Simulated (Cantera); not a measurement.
Standard-state values (1 bar) from the NASA 1993 polynomials, evaluated with Cantera. Values are per mole of reaction as written; species without (g) are pure solids or liquids, kept so even where they would boil at 1 bar.

Q: Between 2398 and 2648 K, where is each reaction favourable under standard conditions?
- O3(g) + 3 CaCl2 ⇌ 6 Cl(g) + 3 CaO

A: 
- O3(g) + 3 CaCl2 ⇌ 6 Cl(g) + 3 CaO: ΔG° is -103 kJ at 2398 K and -205 kJ at 2648 K; it stays negative (K > 1). ΔH° is 865 kJ and ΔS° 404 J/K at 2648 K.
